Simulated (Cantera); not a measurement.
An adiabatic, constant-volume homogeneous reactor starts with 3.05 % CH₄, 20.4 % O₂, 76.6 % N₂, at 1650 K and 1280 Torr.

Computed with Cantera and GRI-Mech 3.0 (53 species, 325 reactions).

Q: Predict: time of steepest temperature rise; temperature at 3.00 s; equilibrium temperature; x(O₂) at 3.00 s; x(NO₂) at 3.00 s; x(CO₂) at 3.00 s.

A: 
```
Property                                                            Result
---------------------------------  ---------------------------------------
time of steepest temperature rise                                 0.165 ms
temperature at 3.00 s                                               2380 K
equilibrium temperature                                             2380 K
x(O₂) at 3.00 s                        0.133 (gas-phase equilibrium 0.133)
x(NO₂) at 3.00 s                   1.83e-5 (gas-phase equilibrium 1.83e-5)
x(CO₂) at 3.00 s                     0.0294 (gas-phase equilibrium 0.0294)
```
